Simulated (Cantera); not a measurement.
Input (Python, Cantera) and output of one run.

```python
import numpy as np
import cantera as ct

gas_names = [...]  # 109 gases of nasa_gas.yaml made of C, Cl, H, Si
cond_names = """
    C(gr) C6H6(L) C7H8(L) C8H18(L),n-octa Si(cr) Si(L) SiC(b)
""".split()


# ... load() reads the species with a 1 bar reference pressure and builds the phases ...
atoms = {
    '(CH3)2SiCl2': {'C': 2, 'H': 6, 'Si': 1, 'CL': 2},
    'C2H4': {'C': 2, 'H': 4},
    'H2': {'H': 2},
}
top_T = {'C(gr)': 4500, 'SiC(b)': 3050}  # K; cautious upper limits of use, not melting points


# ... equilibrate(T, P, feed) seeds the gas with the atoms and calls Mixture.equilibrate('TP', solver="vcs", rtol=1e-11, max_steps=5000) ...
results = []
feed = {'(CH3)2SiCl2': 1, 'C2H4': 0.094, 'H2': 1.1}  # mol
P = 530  # Pa
for T in [1023, 1173, 1323, 1473, 1623, 1773, 1923, 2073, 2223, 2373, 2523, 2673]:
    mix = equilibrate(T, P, feed)
    results.append((T, P, feed, dict(zip(mix.species_names, mix.species_moles))))
    x = sorted(zip(gas.X, gas.species_names), reverse=True)
    print(f"T = {T:g} K  P = {P:g} Pa  gas = {mix.phase_moles(0):.4g} mol")
    print("   x: " + "  ".join(f"{s} {v:.3e}" for v, s in x if v > 0.001))
    print("   condensed (mol): " + ("  ".join(f"{mix.phase(i).name} {mix.phase_moles(i):.4g}"
          for i in range(1, mix.n_phases) if mix.phase_moles(i) > 1e-12) or "none"))
```

It prints:

```
T = 1023 K  P = 530 Pa  gas = 5.095 mol
   x: H2 7.195e-01  HCL 2.424e-01  SiCL4 3.656e-02
   condensed (mol): C(gr) 1.38  SiC(b) 0.8069
T = 1173 K  P = 530 Pa  gas = 5.241 mol
   x: H2 6.456e-01  HCL 3.446e-01  SiCL4 8.160e-03
   condensed (mol): C(gr) 1.239  SiC(b) 0.9485
T = 1323 K  P = 530 Pa  gas = 5.28 mol
   x: H2 6.277e-01  HCL 3.686e-01  SiCL2 1.970e-03  SiCL4 1.029e-03
   condensed (mol): C(gr) 1.207  SiC(b) 0.9805
T = 1473 K  P = 530 Pa  gas = 5.286 mol
   x: H2 6.273e-01  HCL 3.674e-01  SiCL2 4.427e-03
   condensed (mol): C(gr) 1.215  SiC(b) 0.9733
T = 1623 K  P = 530 Pa  gas = 5.29 mol
   x: H2 6.301e-01  HCL 3.602e-01  SiCL2 8.187e-03
   condensed (mol): C(gr) 1.233  SiC(b) 0.9548
T = 1773 K  P = 530 Pa  gas = 5.299 mol
   x: H2 6.330e-01  HCL 3.490e-01  SiCL2 1.314e-02  H 3.109e-03  CL 1.318e-03
   condensed (mol): C(gr) 1.258  SiC(b) 0.9289
T = 1923 K  P = 530 Pa  gas = 5.327 mol
   x: H2 6.330e-01  HCL 3.331e-01  SiCL2 1.878e-02  H 1.029e-02  CL 4.075e-03
   condensed (mol): C(gr) 1.288  SiC(b) 0.8973
T = 2073 K  P = 530 Pa  gas = 5.403 mol
   x: H2 6.235e-01  HCL 3.101e-01  H 2.853e-02  SiCL2 2.419e-02  CL 1.047e-02  Si 1.338e-03
   condensed (mol): C(gr) 1.323  SiC(b) 0.8558
T = 2223 K  P = 530 Pa  gas = 5.616 mol
   x: H2 5.905e-01  HCL 2.747e-01  H 6.762e-02  SiCL2 2.772e-02  CL 2.283e-02  Si 9.978e-03  SiCL 2.932e-03  C2H2,acetylene 1.714e-03  SiC2 1.045e-03
   condensed (mol): C(gr) 1.397  SiC(b) 0.7567
T = 2373 K  P = 530 Pa  gas = 6.346 mol
   x: H2 4.979e-01  HCL 2.130e-01  H 1.354e-01  Si 5.753e-02  CL 4.141e-02  SiCL2 2.616e-02  SiC2 1.013e-02  SiCL 8.236e-03  Si2C 5.818e-03  C2H2,acetylene 3.063e-03
   condensed (mol): C(gr) 1.713  SiC(b) 0.2688
T = 2523 K  P = 530 Pa  gas = 7.292 mol
   x: H2 3.789e-01  H 2.350e-01  HCL 1.729e-01  Si 8.672e-02  CL 7.561e-02  SiC2 2.402e-02  SiCL2 9.313e-03  SiCL 7.102e-03  C2H2,acetylene 4.512e-03  Si2C 4.249e-03
   condensed (mol): C(gr) 1.733
T = 2673 K  P = 530 Pa  gas = 8.239 mol
   x: H 3.660e-01  H2 2.703e-01  HCL 1.211e-01  CL 1.143e-01  Si 7.968e-02  SiC2 3.284e-02  C2H2,acetylene 5.777e-03  SiCL 3.513e-03  SiCL2 1.860e-03  Si2C 1.306e-03  C3 1.156e-03
   condensed (mol): C(gr) 1.492
```

Cantera equilibrium calculation (NASA polynomials, part measured and part estimated; ideal gas, pure solids and liquids). The feed counts by its element totals alone. The tables' values for SiCl, SiCl3 are old estimates; treat these amounts as uncertain. Gases not in the tables: Si2H6 and higher silanes.
